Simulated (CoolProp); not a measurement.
Vapour-liquid equilibrium of isobutane (1) + n-butane (2) at 269.1 K; x and y are mole fractions of (1).

Model: multi-fluid Helmholtz-energy mixture model, Bücker 2006 and Bücker 2006; pair parameters Kunz 2012, in CoolProp.

Question: Give the bubble pressure and the first vapour's composition at x = 0.15, 0.45, 0.75. Is there an azeotrope?

Answer: x = 0.15: 95.49 kPa, y = 0.211; x = 0.45: 109.6 kPa, y = 0.551; x = 0.75: 123.8 kPa, y = 0.818. No azeotrope shows between x = 0.05 and 0.95.

Pair parameters are fitted to limited data, so mixtures are less certain than the pure fluids.
